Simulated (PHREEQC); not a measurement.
Spent oxide etchant: an equilibrium model

A solution holds 0.0086 mol HF, 0.0028 mol H2SiF6 and 0.023 mol H3PO4 per kg of water, at 30 °C. Closed to the air; pH follows from the charge balance.

Model: ion-association model, phreeqc.dat, run in PHREEQC.

```yaml
pH: 1.89
ionic_strength: 0.0171 mol/kgw
total_alkalinity: -48.4 meq/kg
```

```csv
species,molality,activity,log γ
H3PO4,0.0147,0.0147,0.002
H+,0.0144,0.0128,-0.049
H2PO4-,0.00833,0.00735,-0.055
HF,0.00823,0.00826,0.002
SiF6-2,0.00278,0.00167,-0.222
F-,0.000448,0.000392,-0.059
H4SiO4,1.75e-5,1.76e-5,0.002
HF2-,1.47e-5,1.29e-5,-0.057
HPO4-2,6.08e-8,3.65e-8,-0.222
```

This is a speciation only: nothing precipitates in the calculation. Species that the database lacks are ignored. SiF6-2 is the database's only silicon fluoride.
